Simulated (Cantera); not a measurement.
Charge: 1 mol C2H6, 0.23 mol H2O, equilibrated at 1 atm.

Equilibrium computed with Cantera from the NASA thermochemical tables; the gas is ideal and each condensed phase is pure. Candidate condensed phases: C, C6H6, C7H8, C8H18, H2O; 110 gas species. Equilibrium is a limit: real reactors are often held back by kinetics, nucleation or transport.

log p: log10 of the partial pressure in bar; n: condensed amount in mol.

```
T (K)  log p H2  log p CO  log p CH4  log p H2O  log p CO2  n C(graphite)
-----  --------  --------  ---------  ---------  ---------  -------------
1123      -0.04     -1.19      -1.61          ?      -3.60           1.70
1173      -0.03     -1.18      -1.78          ?      -3.91           1.72
1223      -0.03     -1.17      -1.94          ?      -4.21           1.74
1273      -0.03     -1.17      -2.08          ?      -4.49           1.74
1323      -0.03     -1.17      -2.22          ?      -4.75           1.75
1373      -0.03     -1.17      -2.35          ?      -4.99           1.76
1423      -0.03     -1.17      -2.47          ?      -5.21           1.76
1473      -0.03     -1.17      -2.58          ?      -5.42           1.76
```

Question: What belongs in the gaps?

Answer: 
- 1123, log p H2O: -2.41
- 1173, log p H2O: -2.66
- 1223, log p H2O: -2.90
- 1273, log p H2O: -3.13
- 1323, log p H2O: -3.33
- 1373, log p H2O: -3.53
- 1423, log p H2O: -3.71
- 1473, log p H2O: -3.88
